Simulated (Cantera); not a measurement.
**CHF₃ + CH₄ + Si (fluorocarbon and chlorocarbon gases)**

A closed system holds: 1 mol CHF₃, 0.076 mol CH₄, a varied amount of Si, at 400 °C and 7.50 Torr.

Equilibrium computed with Cantera from the NASA thermochemical tables; the gas is ideal and each condensed phase is pure. Candidate condensed phases: C, C₆H₆, C₇H₈, C₈H₁₈, Si, SiC; 113 gas species. Condensed phases not in the tables: fluorocarbon polymer. Gases not in the tables: C₂F₆ and larger saturated fluorocarbons. Kinetics and transport are ignored.

```tsv
n(Si) (mol)	log p HF	log p SiF₄	log p H₂	log p CF₄	log p CH₄	log p SiHF₃	log p H₂F₂	log p SiH₂F₂	n C(graphite)	n SiC(s)
0.15	-2.12	-3.06	-13.58	-2.80	<-14	<-14	-7.90	<-14	0.802	0
0.22	-2.12	-2.90	-13.51	-2.93	<-14	<-14	-7.90	<-14	0.872	0
0.3	-2.12	-2.76	-13.41	-3.14	<-14	<-14	-7.90	<-14	0.952	0
0.37	-2.12	-2.67	-13.23	-3.51	<-14	<-14	-7.90	<-14	1.02	0
0.44	-2.14	-2.59	-3.73	<-14	-6.28	-13.33	-7.93	<-14	1.08	0
0.52	-2.25	-2.50	-2.94	<-14	-4.70	-12.34	-8.15	<-14	1.07	0
0.59	-2.38	-2.42	-2.70	<-14	-4.21	-11.88	-8.42	<-14	1.07	0
0.67	-2.66	-2.34	-2.51	<-14	-3.84	-11.34	-8.97	<-14	1.05	0
0.74	-3.54	-2.27	-2.39	<-14	-3.59	-10.27	-10.73	<-14	1.04	0
0.81	-8.41	-2.26	-2.37	<-14	-3.56	-5.38	<-14	-8.67	0.979	0.0599
0.89	-8.41	-2.26	-2.37	<-14	-3.56	-5.38	<-14	-8.67	0.899	0.140
```
log p: log10 of the partial pressure in bar; n: condensed amount in mol.

From 0.15 mol Si to 0.74 mol Si the condensed part is C(graphite). From 0.81 mol Si to 0.89 mol Si the condensed part is C(graphite) + SiC(s). The main Si-bearing gas is SiF₄ throughout.
